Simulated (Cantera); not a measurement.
Feed: 1 mol CH₃OH, 0.48 mol O₂, at 1050 Torr.

Cantera equilibrium calculation (NASA polynomials, part measured and part estimated; ideal gas, pure solids and liquids). Candidate condensed phases: C, C₆H₆, C₇H₈, C₈H₁₈, H₂O; 110 gas species. Rates play no part.

### Question
At 602 °C, list the 4 most abundant gas species with their mole fractions, and the condensed phases.

### Answer
H₂ 0.367, H₂O 0.248, CO₂ 0.197, CO 0.110. Condensed: gas only.
